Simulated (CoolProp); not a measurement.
Values from CoolProp's reference Helmholtz-energy equation of state, Jacobsen 1992.

Q: For R11, give the phase and the conductivity (mW/(m K)), Prandtl number at 500 K and 0.109 MPa; 500 K and 0.169 MPa; 500 K and 14.2 MPa.

A: 
- 500 K and 0.109 MPa: gas; conductivity 16.8, Prandtl number 0.705
- 500 K and 0.169 MPa: gas; conductivity 16.8, Prandtl number 0.705
- 500 K and 14.2 MPa: supercritical; conductivity 48.4, Prandtl number 2.39

Viscosity comes from a separate model (Klein 1997), an estimate that may be off by 10 % or more. Thermal conductivity comes from a separate model (McLinden 2000), an estimate that may be off by 10 % or more.
